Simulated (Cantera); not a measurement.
An adiabatic, constant-pressure homogeneous reactor starts with C3H8 : O2 : N2 : CO2 = 1 : 6.85 : 25.8 : 1.7 (molar parts), equivalence ratio 0.73, at 1750 K and 100000 Pa.

Computed with Cantera and GRI-Mech 3.0 (53 species, 325 reactions). GRI-Mech 3.0 was tuned for natural gas; its chemistry of propane as a main component is partial and can be far from experiment.

Problem. Predict: time of steepest temperature rise; temperature at 3.00 s; equilibrium temperature; x(O2) at 3.00 s; x(CO2) at 3.00 s; x(CO) at 3.00 s; x(HO2) at 3.00 s; x(O) at 3.00 s.

Solution. 
| Item | Result |
|---|---|
| time of steepest temperature rise | 16.0 µs |
| temperature at 3.00 s | 2674 K |
| equilibrium temperature | 2674 K |
| x(O2) at 3.00 s | 0.0547 (gas-phase equilibrium 0.0547) |
| x(CO2) at 3.00 s | 0.0912 (gas-phase equilibrium 0.0912) |
| x(CO) at 3.00 s | 0.0342 (gas-phase equilibrium 0.0342) |
| x(HO2) at 3.00 s | 7.61e-6 (gas-phase equilibrium 7.61e-6) |
| x(O) at 3.00 s | 0.00761 (gas-phase equilibrium 0.00761) |
